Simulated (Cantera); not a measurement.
An isothermal plug-flow reactor at 1275 K and 173 Torr (inlet), inlet velocity 2.5 m/s, active area per volume 440 1/m; feed CH₄ : O₂ : N₂ : H₂O = 0.0022 : 0.011 : 0.79 : 0.07 (molar parts).

Model: Deutschmann's 1995 Pt surface mechanism with GRI-Mech 3.0 gas chemistry, integrated in Cantera. Catalytic surfaces can have several steady states; this one follows from the mechanism file's or the stated starting coverage. Mass transfer to the wall is taken as infinitely fast.

What does this change do: area per volume 440 to 160 1/m?


| quantity | before | after |
|---|---|---|
| x(CH₄) at z = 0.015 m | 2.11e-5 | 0.000394 |
| x(O₂) at z = 0.015 m | 0.00769 | 0.00858 |
| x(H₂O) at z = 0.015 m | 0.0851 | 0.0842 |
| x(CO₂) at z = 0.015 m | 0.00244 | 0.00197 |
| x(CO) at z = 0.015 m | 1.35e-7 | 2.06e-6 |
| θ(free Pt) at the exit | 0.774 | 0.770 |
| θ(O*) at the exit | 0.224 | 0.229 |
| θ(OH*) at the exit | 0.00122 | 0.00122 |
